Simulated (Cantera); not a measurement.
A perfectly stirred reactor is fed with CH4 : O2 : N2 = 1 : 3.33 : 12.5 (molar parts), equivalence ratio 0.60, at 1.00 bar; it is adiabatic with a 600 K inlet, and is followed from long to short residence time, starting on the burning branch (τ in s: 0.26, 0.083, 0.027, 0.0086, 0.0028, 0.00089, 0.00029, 9.3e-05, 3e-05, 9.6e-06).

Model: GRI-Mech 3.0 (53 species, 325 reactions), integrated in Cantera.

Q: Predict: blow-out, bracketed by the residence times tried; x(CH4) at τ = 0.260 s; x(O2) at τ = 0.260 s; x(CO) at τ = 0.260 s; x(O) at τ = 0.260 s; x(CH4) at τ = 0.890 ms; x(O2) at τ = 0.890 ms; x(CO) at τ = 0.890 ms; x(O) at τ = 0.890 ms; x(C2H4) at τ = 0.890 ms.

A: 
* **blow-out, bracketed by the residence times tried**: burning at 0.290 ms, out at 93.0 µs
* **x(CH4) at τ = 0.260 s**: 3.48e-6
* **x(O2) at τ = 0.260 s**: 0.0787
* **x(CO) at τ = 0.260 s**: 0.000244
* **x(O) at τ = 0.260 s**: 0.000137
* **x(CH4) at τ = 0.890 ms**: 0.000170
* **x(O2) at τ = 0.890 ms**: 0.0809
* **x(CO) at τ = 0.890 ms**: 0.00682
* **x(O) at τ = 0.890 ms**: 0.00269
* **x(C2H4) at τ = 0.890 ms**: 3.62e-8
